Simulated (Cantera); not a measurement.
Cantera run, input and output.

```python
import numpy as np
import cantera as ct

surf = ct.Interface("diamond.yaml", "diamond_100")
gas, bulk = surf.adjacent["gas"], surf.adjacent["diamond"]
k = surf.kinetics_species_index(bulk.species_names[0])
cover = ["c6HH", "c6H*", "c6*H", "c6**", "c6HM", "c6B"]

rows, drift = [], 0.0
print(f"{'xCH3':>10s}{'um/h':>11s}" + "".join(f"{s:>11s}" for s in cover))
for v in [1e-06, 2.6e-06, 6.9e-06, 1.8e-05, 4.7e-05, 0.00012, 0.00033, 0.00086, 0.0023]:
    T, P, xH, xCH3 = 1075, 3000, 0.0054, v
    gas.TPX = T, P, {"H": xH, "CH3": xCH3, "CH4": 0.027, "H2": 1 - xH - xCH3 - 0.027}
    surf.TP = bulk.TP = T, P
    surf.coverages = "c6H*:0.1, c6HH:0.9"
    surf.advance_coverages(100.0)
    before = surf.coverages
    surf.advance_coverages(100.0)
    drift = max(drift, np.max(np.abs(surf.coverages - before) / (surf.coverages + 1e-9)))
    rate = surf.net_production_rates[k] * bulk.mean_molecular_weight / bulk.density * 3.6e9
    rows.append([rate, *surf[cover].coverages])
    print(f"{v:10.4g}{rate:11.4e}" + "".join(f"{x:11.3e}" for x in rows[-1][1:]))
```

Result:

```
      xCH3       um/h       c6HH       c6H*       c6*H       c6**       c6HM        c6B
     1e-06 1.6375e-02  5.327e-01  2.537e-02  4.262e-01  1.568e-02  5.585e-05  4.443e-11
   2.6e-06 4.2567e-02  5.326e-01  2.537e-02  4.261e-01  1.567e-02  1.452e-04  1.155e-10
   6.9e-06 1.1292e-01  5.324e-01  2.536e-02  4.260e-01  1.567e-02  3.852e-04  3.064e-10
   1.8e-05 2.9423e-01  5.319e-01  2.534e-02  4.256e-01  1.564e-02  1.004e-03  7.984e-10
   4.7e-05 7.6599e-01  5.307e-01  2.527e-02  4.245e-01  1.558e-02  2.613e-03  2.079e-09
   0.00012 1.9412e+00  5.277e-01  2.512e-02  4.219e-01  1.544e-02  6.623e-03  5.268e-09
   0.00033 5.2270e+00  5.191e-01  2.468e-02  4.146e-01  1.503e-02  1.784e-02  1.418e-08
   0.00086 1.2942e+01  4.990e-01  2.366e-02  3.975e-01  1.408e-02  4.420e-02  3.512e-08
    0.0023 3.0506e+01  4.532e-01  2.133e-02  3.583e-01  1.194e-02  1.044e-01  8.278e-08
```

Detailed kinetics in Cantera: the Harris–Goodwin 1993 mechanism for the reconstructed diamond (100) surface.
